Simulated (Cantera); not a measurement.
Input: 1 mol H2O, 4 mol O2, 5 mol N2, equilibrated at 1048 K and 750 Torr.

Equilibrium computed with Cantera from the NASA thermochemical tables; the gas is ideal and each condensed phase is pure. Candidate condensed phases: H2O; 24 gas species. The numbers say what is thermodynamically allowed, not how fast it happens.

Base state: N2 0.500, O2 0.400, H2O 0.100, NO 5.69e-5 (mole fractions); condensed: gas only.

Problem. What changes in the equilibrium state with this change: temperature from 1048 K to 3048.15 K?

Solution. 
| species | before | after |
|---|---|---|
| N2 | 0.500 | 0.446 |
| O2 | 0.400 | 0.309 |
| O | <1e-9 | 0.0740 |
| H | <1e-9 | 0.0134 |
| OH | 3.31e-7 | 0.0489 |
| NO | 5.69e-5 | 0.0461 |
| H2O | 0.100 | 0.0572 |
| H2 | <1e-9 | 0.00541 |
| HO2 | 3.15e-9 | 4.68e-5 |
| N | <1e-9 | 1.26e-5 |
| NO2 | 3.08e-6 | 3.15e-5 |

Problem. What changes in the equilibrium state with this change: temperature from 1048 K to 2600 K?

Solution. 
| species | before | after |
|---|---|---|
| N2 | 0.500 | 0.479 |
| O2 | 0.400 | 0.369 |
| H2O | 0.100 | 0.0861 |
| NO | 5.69e-5 | 0.0281 |
| O | <1e-9 | 0.0141 |
| OH | 3.31e-7 | 0.0209 |
| H | <1e-9 | 0.00141 |
| H2 | <1e-9 | 0.00134 |
| HO2 | 3.15e-9 | 2.61e-5 |

Problem. What changes in the equilibrium state with this change: H2O replaced by HBr?

Solution. 
```json
[
 {"species": "N2", "before": "0.500", "after": "0.512"},
 {"species": "O2", "before": "0.400", "after": "0.384"},
 {"species": "H2O", "before": "0.100", "after": "0.0506"},
 {"species": "Br2", "before": "0", "after": "0.0495"},
 {"species": "Br", "before": "0", "after": "0.00219"},
 {"species": "HBr", "before": "0", "after": "0.00130"}
]
```
Further candidate phases: Br2.
